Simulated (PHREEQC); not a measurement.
A solution holds 3.5 mmol/kgw HNO3, 14 mmol/kgw CaCl2 and 0.45 mmol/kgw CuCl2, at 25 °C. Closed to the air; pH follows from the charge balance.

All values are PHREEQC results (ion-association model, phreeqc.dat), not measurements.

This is a speciation only: nothing precipitates in the calculation.

Estimate the pH, specific conductance.

pH 2.52; specific conductance 4520 µS/cm.

In which forms is Cu present?

Cu+2 96 %, CuCl+ 3.7 % of the Cu.
